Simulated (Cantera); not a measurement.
A freely propagating, adiabatic, planar premixed flame of H2 : O2 : N2 : H2O = 1 : 0.51 : 1.92 : 0.4 (molar parts), equivalence ratio 0.98, unburnt at 675 K and 82.5 Torr; mixture-averaged transport, grid criteria slope 0.08 and curve 0.16, no radiation.

Computed with Cantera and the H2/O2 subset of GRI-Mech 3.0, which has no nitrogen chemistry. Burning velocities carry a grid error of a few per cent, more on coarse grids.

What does this change do: H2 1 to 1.3 parts?


```tsv
quantity	before	after
laminar burning velocity	693 cm/s	764 cm/s
thermal thickness	8.94 mm	8.78 mm
peak x(H)	0.0751	0.0986
peak x(O)	0.0125	0.00994
peak x(OH)	0.0168	0.0147
```

What does this change do: inlet temperature 675 to 650 K?


```json
[
 {"quantity": "laminar burning velocity", "before": "693 cm/s", "after": "629 cm/s"},
 {"quantity": "thermal thickness", "before": "8.94 mm", "after": "8.59 mm"},
 {"quantity": "peak x(H)", "before": "0.0751", "after": "0.0732"},
 {"quantity": "peak x(O)", "before": "0.0125", "after": "0.0122"},
 {"quantity": "peak x(OH)", "before": "0.0168", "after": "0.0164"}
]
```
